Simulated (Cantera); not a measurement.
## CH3Cl + H2 (fluorocarbon and chlorocarbon gases)

Feed: 1 mol CH3Cl, 0.19 mol H2, held at 12.0 Pa.

Equilibrium computed with Cantera from the NASA thermochemical tables; the gas is ideal and each condensed phase is pure. Candidate condensed phases: C, C6H6, C7H8, C8H18; 91 gas species. Kinetics and transport are ignored.

| T (K) | x H | x Cl | x H2 | x C3 | x C | x HCl | x C2 | n C(graphite) |
|---|---|---|---|---|---|---|---|---|
| 2475 | 0.638 | 0.214 | 0.0965 | 0.00280 | 0.000980 | 0.0458 | 0.000256 | 0.951 |
| 2525 | 0.672 | 0.218 | 0.0689 | 0.00609 | 0.00195 | 0.0317 | 0.000564 | 0.902 |
| 2575 | 0.692 | 0.219 | 0.0479 | 0.0128 | 0.00377 | 0.0216 | 0.00120 | 0.800 |
| 2625 | 0.699 | 0.217 | 0.0325 | 0.0263 | 0.00712 | 0.0144 | 0.00248 | 0.587 |
| 2675 | 0.687 | 0.210 | 0.0212 | 0.0525 | 0.0131 | 0.00930 | 0.00500 | 0.150 |
| 2725 | 0.685 | 0.207 | 0.0145 | 0.0585 | 0.0196 | 0.00631 | 0.00677 | 0 |
| 2775 | 0.687 | 0.207 | 0.0101 | 0.0546 | 0.0274 | 0.00440 | 0.00808 | 0 |
| 2825 | 0.687 | 0.205 | 0.00710 | 0.0498 | 0.0374 | 0.00308 | 0.00943 | 0 |
| 2875 | 0.683 | 0.204 | 0.00500 | 0.0442 | 0.0499 | 0.00217 | 0.0107 | 0 |
x: gas mole fraction; n: condensed amount in mol.

From 2475 K to 2675 K the condensed part is C(graphite). From 2725 K to 2875 K nothing is condensed. The main C-bearing gas is C3 throughout.
